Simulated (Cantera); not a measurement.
What does this Cantera script print?

```python
import numpy as np
import cantera as ct

gas_names = """
    H2 OH
""".split()
cond_names = """
    Cr2O3(s) Cr2O3(L) Cr(cr) Cr(L)
""".split()


# ... load() reads the species with a 1 bar reference pressure and builds the phases ...
species = {s.name: s for s in load("nasa_gas.yaml", gas_names) + load("nasa_condensed.yaml", cond_names)}
# Each term lists the table entries of one substance; the one whose range holds T is used.
reactions = {
    '3 H2(g) + 2 Cr2O3 = 4 Cr + 6 OH(g)':
        [(-3, ['H2']), (-2, ['Cr2O3(s)', 'Cr2O3(L)']), (4, ['Cr(cr)', 'Cr(L)']), (6, ['OH'])],
}


def pick(names, T):
    return next(species[n] for n in names if species[n].thermo.min_temp <= T <= species[n].thermo.max_temp)


results = []
for label, terms in reactions.items():
    print(label)
    print("     T/K   dH/kJ  dS/(J/K)   dG/kJ   log10 K")
    for T in [450, 475, 500, 525, 550, 575, 600, 625, 650]:
        used = [(nu, pick(names, T)) for nu, names in terms]
        dH = sum(nu * s.thermo.h(T) for nu, s in used) / 1e6
        dS = sum(nu * s.thermo.s(T) for nu, s in used) / 1e3
        dG = dH - T * dS / 1e3
        logK = -dG * 1e6 / (ct.gas_constant * T * np.log(10))
        results.append((label, T, dH, dS, dG, logK, [s.name for _, s in used]))
        print(f"{T:8g} {dH:8.1f} {dS:8.1f} {dG:8.1f} {logK:8.2f}")
```

It prints:

```
3 H2(g) + 2 Cr2O3 = 4 Cr + 6 OH(g)
     T/K   dH/kJ  dS/(J/K)   dG/kJ   log10 K
     450   2499.8    627.4   2217.4  -257.39
     475   2498.8    625.4   2201.8  -242.12
     500   2497.9    623.5   2186.2  -228.38
     525   2497.0    621.8   2170.6  -215.96
     550   2496.1    620.0   2155.1  -204.67
     575   2495.2    618.4   2139.6  -194.36
     600   2494.2    616.7   2124.2  -184.92
     625   2493.2    615.1   2108.8  -176.24
     650   2492.2    613.6   2093.4  -168.23
```

Cantera with NASA thermochemical tables; ideal gases at 1 bar, condensed phases pure. Condensed species are held in their standard states even where they would react or evaporate.
